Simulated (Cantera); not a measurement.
A closed system holds: 1 mol Si, 4.5 mol HCl, 4.4 mol H₂, at 1250 °C and 0.100 bar.

These are equilibrium values from Cantera (NASA tables, ideal gas, pure condensed phases), not measurements of a reactor. Candidate condensed phases: Si; 19 gas species. The tables' values for SiCl₃ are old estimates; treat these amounts as uncertain. Kinetics and transport are ignored.

Base state: H₂ 0.640, HCl 0.245, SiCl₂ 0.0834, SiCl₃ 0.0174, SiCl₄ 0.0108, SiHCl₃ 0.00318, SiH₂Cl₂ 0.000150, H 5.85e-5 (mole fractions); condensed: gas only.

**Question.** What changes in the equilibrium state with this change: temperature from 1250 °C to 902 °C?

**Answer.** 
```csv
species,before,after
H₂,0.640,0.775
HCl,0.245,0.0994
SiCl₄,0.0108,0.0947
SiCl₂,0.0834,0.00557
SiHCl₃,0.00318,0.0174
SiCl₃,0.0174,0.00734
Cl,1.80e-5,3.82e-8
H,5.85e-5,3.41e-7
SiH₂Cl₂,0.000150,0.000410
```

**Question.** What changes in the equilibrium state with this change: H₂ from 4.4 to 12 mol?

**Answer.** 
```csv
species,before,after
H₂,0.640,0.797
HCl,0.245,0.142
SiCl₂,0.0834,0.0522
SiCl₄,0.0108,0.00183
SiCl₃,0.0174,0.00565
SiHCl₃,0.00318,0.00115
Cl,1.80e-5,9.32e-6
SiH₂Cl₂,0.000150,0.000117
H,5.85e-5,6.52e-5
```
